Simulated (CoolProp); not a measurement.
Vapour-liquid equilibrium of n-butane (1) + R113 (2) at 164 kPa; x and y are mole fractions of (1).

Values from CoolProp's multi-fluid Helmholtz-energy mixture model, Bücker 2006 and Marx 1992; pair parameters Bell 2016.

```csv
x,"bubble temperature, mixture model (°C)","bubble temperature, Raoult's law (°C)","y, mixture model","y, Raoult's law"
0.05,56.8,57.9,0.201,0.185
0.125,___,51.3,0.415,0.390
0.2,42.9,45.6,___,0.538
0.275,___,40.6,___,0.646
0.35,___,36.3,0.733,0.728
0.425,30.0,32.5,0.789,0.791
0.5,26.9,29.1,0.832,0.840
0.575,___,26.0,0.867,0.879
0.65,21.9,23.2,___,0.911
0.725,19.7,20.6,0.922,0.937
0.8,17.7,18.3,0.945,0.958
0.875,15.8,16.1,0.967,0.976
0.95,14.1,14.1,___,0.991
```

Problem. What belongs in the gaps?

Solution. 
- 0.125, bubble temperature, mixture model (°C): 49.1
- 0.2, y, mixture model: 0.559
- 0.275, bubble temperature, mixture model (°C): 37.8
- 0.275, y, mixture model: 0.660
- 0.35, bubble temperature, mixture model (°C): 33.5
- 0.575, bubble temperature, mixture model (°C): 24.2
- 0.65, y, mixture model: 0.897
- 0.95, y, mixture model: 0.987

The largest gap from Raoult's law is -2.8 K in bubble temperature, at x = 0.275. No azeotrope shows between x = 0.05 and 0.95.

Pair parameters are fitted to limited data, so mixtures are less certain than the pure fluids.
